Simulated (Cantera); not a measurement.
A perfectly stirred reactor is fed with H2 : O2 : N2 = 0.18 : 1 : 0.32 (molar parts), equivalence ratio 0.090, at 0.0133 bar; it is held at 950 K, and followed from long to short residence time.

Computed with Cantera and the H2/O2 subset of GRI-Mech 3.0, which has no nitrogen chemistry. Radical loss at walls, strong at low pressure, is not modelled. The temperature is held fixed by assumption; the heat of reaction is taken as removed at once.

x: mole fraction; the columns are a selection and need not sum to one.

| τ (s) | x H2 | x O2 | x H2O2 | x H | x HO2 |
|---|---|---|---|---|---|
| 1.2 | 0.00122 | 0.645 | 2.26e-7 | 0.000242 | ___ |
| 0.38 | 0.00234 | 0.644 | 2.63e-7 | 0.000750 | ___ |
| 0.12 | 0.00445 | 0.642 | 2.95e-7 | 0.00228 | ___ |
| 0.038 | 0.00842 | 0.640 | 3.10e-7 | 0.00652 | 1.06e-5 |
| 0.012 | 0.0160 | 0.635 | 3.03e-7 | 0.0160 | 1.06e-5 |
| 0.0038 | 0.0312 | 0.632 | 2.85e-7 | 0.0276 | ___ |
| 0.0012 | 0.0630 | 0.641 | 2.48e-7 | 0.0249 | ___ |

Question: Some entries are withheld; supply them.

Answer: 
- 1.2, x HO2: 6.42e-6
- 0.38, x HO2: 8.21e-6
- 0.12, x HO2: 9.72e-6
- 0.0038, x HO2: 9.66e-6
- 0.0012, x HO2: 7.96e-6
